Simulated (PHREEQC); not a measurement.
Solution (26 °C): 3 mmol/kgw Zn(NO3)2. Closed to the air; pH follows from the charge balance.

All values are PHREEQC results (ion-association model, phreeqc.dat), not measurements.

```tsv
quantity	before	after
pH	5.80	6.97
ionic strength (mol/kgw)	0.00900	0.00900
```

**Question.** Name the change that produced these shifts.
(A) Zn(NO3)2 from 0.003 to 0.0003 mol/kgw
(B) Zn(NO3)2 from 0.003 to 0.03 mol/kgw
(C) Zn(NO3)2 replaced by Ca(NO3)2 at the same molality
(D) 0.00019 mol/kgw HNO3 added
(E) Zn(NO3)2 from 0.003 to 0.0015 mol/kgw

**Answer.** C, Zn(NO3)2 replaced by Ca(NO3)2 at the same molality

This is a speciation only: nothing precipitates in the calculation.
